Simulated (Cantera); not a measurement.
## SiHCl3 + HCl + H2 (silicon epitaxy and polysilicon growth)

Input: 1 mol SiHCl3, 0.23 mol HCl, a varied amount of H2, held at 527 °C and 13.3 mbar.

Equilibrium computed with Cantera from the NASA thermochemical tables; the gas is ideal and each condensed phase is pure. Candidate condensed phases: Si; 19 gas species. The tables' values for SiCl3 are old estimates; treat these amounts as uncertain. Rates play no part.

```json
[
 {"n(H2) (mol)": "8.6", "x H2": "0.912", "x SiCl4": "0.0682", "x SiHCl3": "0.0153", "x HCl": "0.00367", "x SiH2Cl2": "0.000279", "n Si(s)": "0.162"},
 {"n(H2) (mol)": "12", "x H2": "0.934", "x SiCl4": "0.0500", "x SiHCl3": "0.0123", "x HCl": "0.00343", "x SiH2Cl2": "0.000244", "n Si(s)": "0.161"},
 {"n(H2) (mol)": "17", "x H2": "0.951", "x SiCl4": "0.0357", "x SiHCl3": "0.00964", "x HCl": "0.00319", "x SiH2Cl2": "0.000210", "n Si(s)": "0.160"},
 {"n(H2) (mol)": "24", "x H2": "0.964", "x SiCl4": "0.0253", "x SiHCl3": "0.00750", "x HCl": "0.00294", "x SiH2Cl2": "0.000179", "n Si(s)": "0.161"},
 {"n(H2) (mol)": "34", "x H2": "0.974", "x SiCl4": "0.0177", "x SiHCl3": "0.00576", "x HCl": "0.00270", "x SiH2Cl2": "0.000152", "n Si(s)": "0.162"},
 {"n(H2) (mol)": "47", "x H2": "0.980", "x SiCl4": "0.0126", "x SiHCl3": "0.00448", "x HCl": "0.00249", "x SiH2Cl2": "0.000129", "n Si(s)": "0.165"},
 {"n(H2) (mol)": "66", "x H2": "0.985", "x SiCl4": "0.00877", "x SiHCl3": "0.00342", "x HCl": "0.00228", "x SiH2Cl2": "0.000108", "n Si(s)": "0.169"},
 {"n(H2) (mol)": "93", "x H2": "0.989", "x SiCl4": "0.00603", "x SiHCl3": "0.00259", "x HCl": "0.00208", "x SiH2Cl2": "8.99e-5", "n Si(s)": "0.176"},
 {"n(H2) (mol)": "130", "x H2": "0.992", "x SiCl4": "0.00415", "x SiHCl3": "0.00196", "x HCl": "0.00190", "x SiH2Cl2": "7.48e-5", "n Si(s)": "0.185"}
]
```
x: gas mole fraction; n: condensed amount in mol.

From 8.6 mol H2 to 130 mol H2 the condensed part is Si(s). The main Si-bearing gas is SiCl4 throughout. The share of Si in condensed phases is highest at 130 mol H2 (18.5 %) and lowest at 17 mol H2 (16.0 %).
